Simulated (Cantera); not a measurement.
Feed: 1 mol CCl₄, 0.4 mol CH₄, 17 mol H₂, equilibrated at 3175 K and 1.90 Pa.

Equilibrium computed with Cantera from the NASA thermochemical tables; the gas is ideal and each condensed phase is pure. Candidate condensed phases: C, C₆H₆, C₇H₈, C₈H₁₈; 91 gas species. The numbers say what is thermodynamically allowed, not how fast it happens.

Base state: H 0.868, Cl 0.0976, C 0.0340, H₂ 0.000208, C₂ 7.02e-5, HCl 3.46e-5 (mole fractions); condensed: gas only.

### Question
What changes in the equilibrium state with this change: H₂ from 17 to 0.3 mol?

### Answer
```csv
species,before,after
Cl,0.0976,0.528
H,0.868,0.290
C,0.0340,0.180
C₃,1.77e-6,0.000262
C₂,7.02e-5,0.00197
H₂,0.000208,2.32e-5
```

### Question
What changes in the equilibrium state with this change: temperature from 3175 K to 1950 K?

### Answer
| species | before | after |
|---|---|---|
| H₂ | 0.000208 | 0.616 |
| H | 0.868 | 0.206 |
| HCl | 3.46e-5 | 0.142 |
| C | 0.0340 | 5.31e-7 |
| Cl | 0.0976 | 0.0357 |
| C₂H₂ (acetylene) | <1e-9 | 0.000337 |
| C₂ | 7.02e-5 | 3.46e-8 |
| C(graphite), mol | 0 | 1.38 |
